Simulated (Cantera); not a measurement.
Input: 1 mol SiH4, 0.84 mol NO, 3.2 mol H2, held at 0.133 bar.

Equilibrium computed with Cantera from the NASA thermochemical tables; the gas is ideal and each condensed phase is pure. Candidate condensed phases: H2O, Si, SiO2, Si2N2O, Si3N4; 35 gas species. Mutual solubility and eutectic melting of coexisting phases are not modelled. The tables hold silica as quartz up to 1696 K and as liquid above; real silica turns to tridymite and cristobalite and melts near 1996 K. Gases not in the tables: Si2H6 and higher silanes. The numbers say what is thermodynamically allowed, not how fast it happens.

x: gas mole fraction; n: condensed amount in mol.

```csv
T (K),x H2,x SiO,x N2,x H,n SiO2(β-quartz),n Si2N2O(s),n SiO2(condensed)
1275,0.994,1.42e-7,0.00636,2.01e-6,0.227,0.387,0
1375,0.994,___,0.00635,___,0.226,0.387,0
1475,0.993,___,0.00638,___,0.226,0.387,0
1575,0.992,0.00117,0.00672,0.000113,0.224,0.385,0
1675,0.980,0.0101,0.00961,0.000315,0.208,0.369,0
1775,0.920,0.0550,0.0242,0.000760,0,0.283,0.122
1875,0.845,0.111,0.0423,0.00165,0,0.160,0
```

**Question.** What belongs in the gaps?

**Answer.** 
- 1375, x SiO: 4.52e-6
- 1375, x H: 9.35e-6
- 1475, x SiO: 8.91e-5
- 1475, x H: 3.54e-5
